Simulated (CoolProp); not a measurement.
Cyclopentane along the isotherm 547.5 K: Z from the reference equation and from simpler models built on Tc = 511.7 K, pc = 4.583 MPa, ω = 0.202; each cubic takes its own stable root.

The numbers come from the reference Helmholtz-energy equation of state, Gedanitz 2015 in CoolProp.

```json
[
 {"p (MPa)": "0.286", "phase": "gas", "reference": "0.9822", "Redlich-Kwong": "0.9824", "Soave-Redlich-Kwong": "0.9828", "Peng-Robinson": "0.9806"},
 {"p (MPa)": "0.573", "phase": "gas", "reference": "0.9639", "Redlich-Kwong": "0.9643", "Soave-Redlich-Kwong": "0.9653", "Peng-Robinson": "0.9609"},
 {"p (MPa)": "0.859", "phase": "gas", "reference": "0.9454", "Redlich-Kwong": "0.9459", "Soave-Redlich-Kwong": "0.9475", "Peng-Robinson": "0.9409"},
 {"p (MPa)": "1.15", "phase": "gas", "reference": "0.9262", "Redlich-Kwong": "0.9268", "Soave-Redlich-Kwong": "0.9289", "Peng-Robinson": "0.9202"},
 {"p (MPa)": "1.43", "phase": "gas", "reference": "0.9073", "Redlich-Kwong": "0.9079", "Soave-Redlich-Kwong": "0.9107", "Peng-Robinson": "0.9000"},
 {"p (MPa)": "1.72", "phase": "gas", "reference": "0.8872", "Redlich-Kwong": "0.8879", "Soave-Redlich-Kwong": "0.8914", "Peng-Robinson": "0.8786"},
 {"p (MPa)": "2", "phase": "gas", "reference": "0.8674", "Redlich-Kwong": "0.8680", "Soave-Redlich-Kwong": "0.8723", "Peng-Robinson": "0.8576"},
 {"p (MPa)": "2.29", "phase": "gas", "reference": "0.8462", "Redlich-Kwong": "0.8469", "Soave-Redlich-Kwong": "0.8520", "Peng-Robinson": "0.8354"}
]
```
